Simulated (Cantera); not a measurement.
What does this Cantera script print?

```python
import numpy as np
import cantera as ct

gas = ct.Solution("gri30.yaml")
gas.TPX = 2073, 13332, {'CH4': 1, 'H2O': 1.8}
inlet = ct.Reservoir(gas, clone=True)

reactor = ct.IdealGasConstPressureReactor(gas, energy="off", clone=False)
exhaust = ct.Reservoir(gas, clone=True)
tau = [26, 3.4, 0.43, 0.056, 0.0071, 0.00092, 0.00012][0]
for a, b in ((inlet, reactor), (reactor, exhaust)):
    ct.MassFlowController(a, b, mdot=lambda t: reactor.mass / tau)
net = ct.ReactorNet([reactor])
show = ['CH4', 'H2O', 'CH2CO', 'C2H4', 'HO2', 'O', 'CH2O']

rows = []
print(f"{'tau/s':>10s}{'T/K':>9s}" + "".join(f"{s:>11s}" for s in show))
for tau in [26, 3.4, 0.43, 0.056, 0.0071, 0.00092, 0.00012]:
    net.initial_time = 0.0
    net.advance(30 * tau)
    before = gas.X
    net.advance(40 * tau)
    drift = np.max(np.abs(gas.X - before) / (gas.X + 1e-9))
    rows.append([gas.T, *gas[show].X, drift])
    print(f"{tau:10.3e}{gas.T:9.1f}" + "".join(f"{x:11.3e}" for x in gas[show].X))
```

Output:

```
     tau/s      T/K        CH4        H2O      CH2CO       C2H4        HO2          O       CH2O
 2.600e+01   2073.0  5.224e-05  1.560e-01  9.072e-09  2.004e-09  5.192e-11  9.586e-07  3.686e-08
 3.400e+00   2073.0  4.498e-04  1.568e-01  1.331e-07  1.346e-07  4.605e-11  8.164e-07  2.408e-07
 4.300e-01   2073.0  2.775e-03  1.649e-01  2.745e-06  4.780e-06  4.644e-11  7.542e-07  1.434e-06
 5.600e-02   2073.0  1.052e-02  2.189e-01  3.035e-05  6.181e-05  7.045e-11  7.309e-07  6.922e-06
 7.100e-03   2073.0  3.128e-02  3.560e-01  1.436e-04  4.893e-04  1.480e-10  6.985e-07  3.341e-05
 9.200e-04   2073.0  9.290e-02  4.897e-01  2.231e-04  3.508e-03  1.838e-10  6.192e-07  1.196e-04
 1.200e-04   2073.0  2.447e-01  5.956e-01  5.048e-05  1.145e-02  9.643e-11  5.020e-07  2.457e-04
```

Cantera simulation using GRI-Mech 3.0 (53 species, 325 reactions); the numbers are that mechanism's predictions, not measurements.
